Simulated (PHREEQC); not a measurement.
Dissolve 0.2 mol HF, 0.00039 mol (CH3)4NF, 0.0002 mol H2SiF6 and 0.00018 mol H2SO4 per kg of water at 10 °C. Closed to the air; pH follows from the charge balance.

Equilibrium calculation in PHREEQC: ion-association model, phreeqc.dat.

Precipitation was switched off in this run.

**Question.** Predict the pH.

**Answer.** pH 1.80.

**Question.** In which forms is F present?

**Answer.** HF 88 %, HF2- 6.4 %, F- 5.5 %, SiF6-2 0.6 % of the F.

Complexes and solids missing from the database can't appear. (CH3)4N+ isn't in the database: it is added as a free cation with an ion size of 4 Å. Away from 25 °C the constants follow the database's enthalpies or fits; those with neither stay at their 25 °C values. SiF6-2 is the database's only silicon fluoride.
